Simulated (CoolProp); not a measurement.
Properties of CH3F (R41) along the isotherm -21.35 °C (Tc = 44.1 °C, pc = 5.906 MPa, ω = 0.200).

Computed with CoolProp (reference Helmholtz-energy equation of state, Lemmon 2006). It is a short technical equation, of lower accuracy than the large ones.

| p (MPa) | phase | density (kg/m³) | speed of sound (m/s) | expansivity (1/kK) | fugacity coefficient |
|---|---|---|---|---|---|
| 0.187 | gas | 3.127 | 278.8 | 4.391 | 0.9727 |
| 0.274 | gas | 4.646 | 276.4 | 4.612 | 0.9601 |
| 0.402 | gas | 6.965 | 272.7 | 4.972 | 0.9415 |
| 0.591 | gas | 10.59 | 267.1 | 5.601 | 0.9143 |
| 0.867 | gas | 16.44 | 258.0 | 6.818 | 0.8745 |
| 1.27 | liquid | 745.6 | 747.0 | 3.926 | 0.7260 |
| 1.87 | liquid | 747.7 | 754.5 | 3.854 | 0.4996 |
| 2.74 | liquid | 750.6 | 765.2 | 3.756 | 0.3474 |
| 4.02 | liquid | 754.6 | 780.3 | 3.625 | 0.2434 |
| 5.91 | liquid | 760.3 | 801.4 | 3.455 | 0.1724 |
| 8.67 | liquid | 768.0 | 830.0 | 3.246 | 0.1247 |
| 12.7 | liquid | 778.1 | 868.1 | 3.000 | 0.09263 |
| 18.7 | liquid | 791.4 | 918.7 | 2.720 | 0.07123 |
| 27.4 | liquid | 808.0 | 982.6 | 2.427 | 0.05802 |
| 40.2 | liquid | 828.5 | 1063 | 2.128 | 0.05099 |
| 59.1 | liquid | 853.3 | 1163 | 1.837 | 0.04997 |
